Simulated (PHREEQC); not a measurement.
HF is added in steps, without added water, to 1 kg of water holding 0.022 mol/kgw NH4Cl, 6.6e-05 mol/kgw NH3 and 0.002 mol/kgw NaCl, at 20 °C. O2 is buffered at 0.21 atm. CO2 from the air is kept out. Only these solids could form: Halite.

Base run: PHREEQC, ion-association model, wateq4f.dat. Each further column changes one thing. The table gives HF (mol/kgw).

```tsv
HF added (mol)	base	NH4Cl from 0.022 to 0.0198 mol/kgw	NaCl from 0.002 to 0.02 mol/kgw	no solid may form
0	0	0	0	0
0.00027	3.92e-5	3.95e-5	3.72e-5	3.92e-5
0.0006075	0.000168	0.000169	0.000162	0.000168
0.0008775	0.000301	0.000303	0.000291	0.000301
0.001215	0.000489	0.000491	0.000474	0.000489
0.001485	0.000651	0.000653	0.000632	0.000651
0.001822	0.000864	0.000867	0.000841	0.000864
0.002093	0.00104	0.00104	0.00102	0.00104
0.00243	0.00127	0.00127	0.00124	0.00127
0.0027	0.00145	0.00146	0.00142	0.00145
```
